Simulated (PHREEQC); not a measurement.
**Metal-bearing waste water (model solution)**

Consider water at 25 °C with 0.061 mol Al2(SO4)3 and 0.00017 mol H2SO4 per kg of water. Closed to the air; pH follows from the charge balance.

All values are PHREEQC results (ion-association model, phreeqc.dat), not measurements.

The pH is 3.69 and the ionic strength is 0.189 mol/kgw. The total alkalinity is -0.340 meq/kg.

| species | molality | activity | log γ |
|---|---|---|---|
| AlSO4+ | 0.0796 | 0.0583 | -0.135 |
| SO4-2 | 0.0413 | 0.0123 | -0.525 |
| Al(SO4)2- | 0.0310 | 0.0227 | -0.135 |
| Al+3 | 0.0112 | 0.00150 | -0.873 |
| HSO4- | 0.000324 | 0.000242 | -0.126 |
| H+ | 0.000253 | 0.000202 | -0.097 |
| AlOH+2 | 0.000232 | 7.33e-5 | -0.501 |
| Al(OH)2+ | 3.78e-6 | 2.83e-6 | -0.125 |
| AlHSO4+2 | 3.33e-6 | 1.05e-6 | -0.502 |
| Al(OH)3 | 1.97e-9 | 2.06e-9 | 0.019 |

Precipitation was switched off in this run. Saturation is exceeded, for instance for Gibbsite (slow to form); the values hold only as long as no solid forms.
